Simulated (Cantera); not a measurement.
## Thermodynamics of nitride etching, feed BN + F₂ + H₂ + HF

Input: 1 mol BN, 2.7 mol F₂, 3.3 mol H₂, 0.4 mol HF, held at 13000 Pa.

Cantera equilibrium calculation (NASA polynomials, part measured and part estimated; ideal gas, pure solids and liquids). Candidate condensed phases: B, BN; 31 gas species. The tables' values for BF₂ are old estimates; treat these amounts as uncertain. Kinetics and transport are ignored.

```tsv
T (K)	log p HF	log p H₂	log p BF₃	log p N₂
1275	-1.25	-1.37	-1.69	-1.99
1375	-1.25	-1.37	-1.69	-1.99
1475	-1.24	-1.37	-1.69	-1.99
1575	-1.24	-1.37	-1.69	-1.99
1675	-1.24	-1.37	-1.69	-1.99
1775	-1.24	-1.37	-1.70	-1.99
1875	-1.24	-1.37	-1.70	-1.99
1975	-1.24	-1.38	-1.71	-1.99
2075	-1.24	-1.38	-1.73	-2.00
```
log p: log10 of the partial pressure in bar; nothing condenses.

From 1275 K to 2075 K nothing is condensed. The main B-bearing gas is BF₃ throughout.
